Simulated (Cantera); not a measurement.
Thermodynamics of abatement and gas-phase synthesis, feed HF + O₂

Input: 1 mol HF, 3.6 mol O₂, held at 3600000 Pa.

Method: chemical equilibrium by Gibbs-energy minimisation in Cantera with the NASA 1993 tables (ideal gas, pure condensed phases). Candidate condensed phases: H₂O; 22 gas species. The ideal-gas law is rough above about 30 bar. Kinetics and transport are ignored.

| T (K) | log p O₂ | log p HF | log p O | log p F | log p OH | log p H₂O |
|---|---|---|---|---|---|---|
| 798 | 1.45 | 0.89 | <-10 | -8.28 | <-10 | -8.13 |
| 998 | 1.45 | 0.89 | -9.10 | -6.12 | -9.09 | -6.34 |
| 1198 | 1.45 | 0.89 | -6.89 | -4.74 | -7.01 | -5.02 |
| 1398 | 1.45 | 0.89 | -5.31 | -3.76 | -5.52 | -4.06 |
| 1598 | 1.45 | 0.89 | -4.12 | -3.03 | -4.40 | -3.34 |
| 1798 | 1.45 | 0.89 | -3.20 | -2.45 | -3.53 | -2.78 |
| 1998 | 1.45 | 0.89 | -2.46 | -1.98 | -2.83 | -2.35 |
| 2198 | 1.45 | 0.89 | -1.85 | -1.60 | -2.27 | -2.00 |
| 2398 | 1.45 | 0.89 | -1.34 | -1.27 | -1.81 | -1.72 |
| 2598 | 1.45 | 0.89 | -0.91 | -0.99 | -1.42 | -1.49 |
| 2798 | 1.44 | 0.88 | -0.55 | -0.74 | -1.10 | -1.30 |
| 2998 | 1.44 | 0.87 | -0.23 | -0.53 | -0.83 | -1.15 |
log p: log10 of the partial pressure in bar; nothing condenses.

From 798 K to 2998 K nothing is condensed.
